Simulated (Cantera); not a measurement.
Feed: 1 mol SiH₂Cl₂, 0.25 mol C₂H₄, 130 mol H₂, at 1325 °C and 0.00133 bar.

These are equilibrium values from Cantera (NASA tables, ideal gas, pure condensed phases), not measurements of a reactor. Candidate condensed phases: C, C₆H₆, C₇H₈, C₈H₁₈, Si, SiC; 109 gas species. Mutual solubility and eutectic melting of coexisting phases are not modelled. The tables' values for SiCl are old estimates; treat these amounts as uncertain. Kinetics and transport are ignored.

Base state: H₂ 0.984, HCl 0.0137, H 0.00145, SiCl₂ 0.000660, Si 7.04e-5, Cl 1.60e-5, SiCl 1.18e-5 (mole fractions); condensed: Si(s) + SiC(s).

Q: What changes in the equilibrium state with this change: temperature from 1325 °C to 1275 °C?

A: 
```
species        before     after
-----------  --------  --------
H₂              0.984     0.985
HCl            0.0137    0.0138
H             0.00145  0.000837
SiCl₂        0.000660  0.000642
Si            7.04e-5   2.38e-5
SiCl          1.18e-5   5.94e-6
Cl            1.60e-5   9.36e-6
Si(s), mol      0.400     0.410
SiC(s), mol     0.500     0.500
```

Q: What changes in the equilibrium state with this change: temperature from 1325 °C to 877 °C?

A: 
```
species        before     after
-----------  --------  --------
H₂              0.984     0.985
HCl            0.0137    0.0141
SiCl₂        0.000660  0.000447
H             0.00145   2.03e-6
Si            7.04e-5     <1e-9
SiCl          1.18e-5   2.74e-9
Si(s), mol      0.400     0.438
SiC(s), mol     0.500     0.500
```
The tables' values for SiCl₃ are old estimates; treat these amounts as uncertain.
